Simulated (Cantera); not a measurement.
An adiabatic, constant-volume homogeneous reactor starts with 19.2 % CH3OH, 17.0 % O2, 63.8 % N2, equivalence ratio 1.7, at 1798 K and 1.00 bar.

Cantera simulation using GRI-Mech 3.0 (53 species, 325 reactions); the numbers are that mechanism's predictions, not measurements. GRI-Mech 3.0 was tuned for natural gas; its chemistry of methanol as a main component is partial and can be far from experiment.

x: mole fraction; the columns are a selection and need not sum to one.

| t (s) | T (K) | P (bar) | x CH3OH | x O2 | x C2H6 | x NO | x CO2 |
|---|---|---|---|---|---|---|---|
| 4.00e-6 | 1800 | 1.00 | 0.187 | 0.166 | 8.64e-7 | 1.19e-10 | 0.000104 |
| 1.40e-5 | 1946 | 1.14 | 0.120 | 0.132 | 1.67e-6 | (withheld) | 0.000872 |
| 4.93e-5 | 2897 | 2.04 | <1e-12 | 0.00567 | <1e-12 | (withheld) | 0.0361 |
| 0.000173 | 2976 | 2.09 | <1e-12 | 0.00441 | <1e-12 | (withheld) | 0.0364 |
| 0.000608 | 2969 | 2.08 | <1e-12 | 0.00407 | <1e-12 | 0.00473 | 0.0360 |
| 0.00213 | 2968 | 2.08 | <1e-12 | 0.00403 | <1e-12 | 0.00510 | 0.0360 |
| 0.00750 | 2968 | 2.08 | <1e-12 | 0.00403 | <1e-12 | 0.00510 | 0.0360 |
| 0.0263 | 2968 | 2.08 | <1e-12 | 0.00403 | <1e-12 | 0.00510 | 0.0360 |
| 0.0924 | 2968 | 2.08 | <1e-12 | 0.00403 | <1e-12 | 0.00510 | 0.0360 |
| 0.324 | 2968 | 2.08 | <1e-12 | 0.00403 | <1e-12 | 0.00510 | 0.0360 |
| 1.14 | 2968 | 2.08 | <1e-12 | 0.00403 | <1e-12 | 0.00510 | 0.0360 |
| 4.00 | 2968 | 2.08 | <1e-12 | 0.00403 | <1e-12 | 0.00510 | 0.0360 |

**Question.** Some entries are withheld; supply them.

**Answer.** 
- 1.40e-5, x NO: 4.05e-9
- 4.93e-5, x NO: 0.000370
- 0.000173, x NO: 0.00214
